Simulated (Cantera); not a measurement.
What does this Cantera script print?

```python
import numpy as np
import cantera as ct

gas_names = [...]  # 87 gases of nasa_gas.yaml made of C, H, Si
cond_names = """
    C(gr) C6H6(L) C7H8(L) C8H18(L),n-octa Si(cr) Si(L) SiC(b)
""".split()


# ... load() reads the species with a 1 bar reference pressure and builds the phases ...
atoms = {
    'SiH4': {'Si': 1, 'H': 4},
    'C2H4': {'C': 2, 'H': 4},
    'H2': {'H': 2},
}
top_T = {'C(gr)': 4500, 'SiC(b)': 3050}  # K; cautious upper limits of use, not melting points


# ... equilibrate(T, P, feed) seeds the gas with the atoms and calls Mixture.equilibrate('TP', solver="vcs", rtol=1e-11, max_steps=5000) ...
results = []
feed = {'SiH4': 1, 'C2H4': 0.024, 'H2': 6.6}  # mol
P = 5000  # Pa
for T in [1300, 1350, 1400, 1450, 1500, 1550, 1600, 1650, 1700, 1750, 1800]:
    mix = equilibrate(T, P, feed)
    results.append((T, P, feed, dict(zip(mix.species_names, mix.species_moles))))

top = {s: max(r[3][s] / sum(r[3][g] for g in gas_names) for r in results) for s in gas_names}
cols = sorted((s for s in top if top[s] > 1e-06), key=lambda s: -top[s])[:6]
seen = [c for c in cond_names if any(r[3].get(c, 0) > 1e-12 for r in results)]
print("log10 of partial pressures in bar; condensed amounts in mol")
print(f"{'T/K':>10s}" + "".join(f"{s[:9]:>10s}" for s in cols + seen))
for T, P, feed, n in results:
    ng = sum(n[g] for g in gas_names)
    print(f"{T:10.4g}" + "".join(f"{np.log10(max(n[s] / ng * P / 1e5, 1e-99)):10.3f}" for s in cols)
          + "".join(f"{n.get(c, 0):10.4g}" for c in seen))
```

Result:

```
log10 of partial pressures in bar; condensed amounts in mol
       T/K        H2         H        Si      SiH2       SiH       CH4    Si(cr)     Si(L)    SiC(b)
      1300    -1.301    -6.607   -10.364    -8.418   -10.095    -7.235     0.952         0   0.04799
      1350    -1.301    -6.273    -9.700    -8.058    -9.546    -7.261     0.952         0   0.04799
      1400    -1.301    -5.964    -9.085    -7.725    -9.037    -7.286     0.952         0   0.04799
      1450    -1.301    -5.675    -8.512    -7.415    -8.563    -7.308     0.952         0   0.04799
      1500    -1.301    -5.405    -7.978    -7.126    -8.122    -7.330     0.952         0   0.04799
      1550    -1.301    -5.152    -7.479    -6.855    -7.710    -7.349     0.952         0   0.04799
      1600    -1.301    -4.915    -7.011    -6.602    -7.323    -7.368    0.9519         0   0.04799
      1650    -1.301    -4.692    -6.572    -6.364    -6.961    -7.385    0.9519         0   0.04799
      1700    -1.301    -4.482    -6.168    -6.149    -6.629    -7.392         0    0.9517   0.04799
      1750    -1.302    -4.284    -5.824    -5.983    -6.353    -7.363         0    0.9515   0.04799
      1800    -1.302    -4.097    -5.498    -5.826    -6.092    -7.336         0     0.951   0.04798
```

Cantera equilibrium calculation (NASA polynomials, part measured and part estimated; ideal gas, pure solids and liquids). Mutual solubility and eutectic melting of coexisting phases are not modelled. Gases not in the tables: Si2H6 and higher silanes.
